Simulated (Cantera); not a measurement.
A Cantera script and its output.

```python
import numpy as np
import cantera as ct

gas = ct.Solution("gri30.yaml")
gas.TPX = 400, 240000, {'CO': 1, 'H2': 0.2, 'O2': 0.811, 'N2': 3.05}
flame = ct.FreeFlame(gas, width=0.022)
flame.set_refine_criteria(ratio=3, slope=0.08, curve=0.16)
flame.transport_model = "mixture-averaged"
flame.solve(loglevel=0, auto=True)
z, T = flame.grid, flame.T
thick = (T[-1] - T[0]) / np.gradient(T, z).max()
show = ['CO', 'H2', 'O2', 'H2O', 'O', 'NO']
print(f"laminar burning velocity  {flame.velocity[0] * 100:.3f} cm/s")
print(f"burnt temperature         {T[-1]:.1f} K")
print(f"thermal thickness         {thick * 1e3:.4f} mm")
print(f"grid points               {len(z)}")
z0 = z[flame.heat_release_rate.argmax()]
print(f"{'z/mm':>9s}{'T/K':>9s}{'u/(m/s)':>9s}" + "".join(f"{s:>11s}" for s in show))
rows = []
for k in (-3, -2, -1.5, -1, -0.5, -0.25, 0, 0.25, 0.5, 1, 2, 4, 8):
    zz = z0 + k * thick
    rows.append([k * thick, np.interp(zz, z, T), np.interp(zz, z, flame.velocity),
                 *(np.interp(zz, z, flame.X[gas.species_index(s)]) for s in show)])
    print(f"{rows[-1][0] * 1e3:9.3f}{rows[-1][1]:9.1f}{rows[-1][2]:9.3f}" + "".join(f"{x:11.3e}" for x in rows[-1][3:]))
```

Result:

```
laminar burning velocity  53.718 cm/s
burnt temperature         2242.4 K
thermal thickness         0.2718 mm
grid points               113
     z/mm      T/K  u/(m/s)         CO         H2         O2        H2O          O         NO
   -0.815    400.0    0.537  1.976e-01  3.932e-02  1.603e-01  1.823e-07  8.464e-14  7.933e-13
   -0.544    400.1    0.537  1.978e-01  3.856e-02  1.604e-01  4.592e-06  1.261e-11  2.586e-11
   -0.408    400.6    0.537  1.980e-01  3.740e-02  1.606e-01  2.238e-05  1.496e-10  1.449e-10
   -0.272    405.8    0.542  1.985e-01  3.391e-02  1.610e-01  2.335e-04  4.841e-09  2.046e-09
   -0.136    521.3    0.689  1.945e-01  2.330e-02  1.587e-01  4.581e-03  1.592e-06  1.360e-07
   -0.068    865.3    1.128  1.723e-01  1.430e-02  1.439e-01  1.611e-02  2.217e-04  1.602e-06
    0.000   1292.4    1.649  1.290e-01  5.812e-03  1.144e-01  2.982e-02  3.258e-03  5.354e-06
    0.068   1572.6    1.966  8.731e-02  2.213e-03  8.838e-02  3.463e-02  7.014e-03  1.163e-05
    0.136   1735.6    2.139  6.164e-02  1.717e-03  7.497e-02  3.466e-02  7.734e-03  1.834e-05
    0.272   1903.5    2.315  4.059e-02  1.521e-03  6.500e-02  3.556e-02  6.246e-03  2.925e-05
    0.544   2039.4    2.458  2.766e-02  1.056e-03  5.931e-02  3.796e-02  3.772e-03  4.486e-05
    1.087   2134.8    2.555  1.780e-02  6.430e-04  5.519e-02  3.974e-02  2.062e-03  6.876e-05
    2.174   2197.7    2.618  1.058e-02  3.698e-04  5.222e-02  4.087e-02  1.099e-03  1.049e-04
```

Cantera simulation using GRI-Mech 3.0 (53 species, 325 reactions); the numbers are that mechanism's predictions, not measurements. The hydrogen kinetics of GRI-Mech 3.0 are dated; newer H2 mechanisms differ, most at raised pressure. Burning velocities carry a grid error of a few per cent, more on coarse grids.
